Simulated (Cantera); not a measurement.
A closed system holds: 1 mol Ti, 0.67 mol H2O, 3.2 mol CO, held at 902 °C and 41.0 Pa.

Cantera equilibrium calculation (NASA polynomials, part measured and part estimated; ideal gas, pure solids and liquids). Candidate condensed phases: C, C6H6, C7H8, C8H18, H2O, Ti, TiC, TiO, TiO2, Ti2O3, Ti3O5, Ti4O7; 113 gas species. Mutual solubility and eutectic melting of coexisting phases are not modelled. TiC: taken at fixed stoichiometry. Equilibrium is a limit: real reactors are often held back by kinetics, nucleation or transport.

Base state: CO 0.811, H2 0.189, CO2 1.26e-5 (mole fractions); condensed: TiC(s) + Ti2O3(s).

Problem. What changes in the equilibrium state with this change: H2O from 0.67 to 9.4 mol?

Solution. 
```json
[
 {"species": "H2O", "before": "3.76e-6", "after": "0.450"},
 {"species": "H2", "before": "0.189", "after": "0.296"},
 {"species": "CO2", "before": "1.26e-5", "after": "0.138"},
 {"species": "CO", "before": "0.811", "after": "0.116"},
 {"species": "TiC(s), mol", "before": "0.332", "after": "0"},
 {"species": "Ti2O3(s), mol", "before": "0.334", "after": "0"},
 {"species": "TiO2(rutile), mol", "before": "0", "after": "1.00"}
]
```
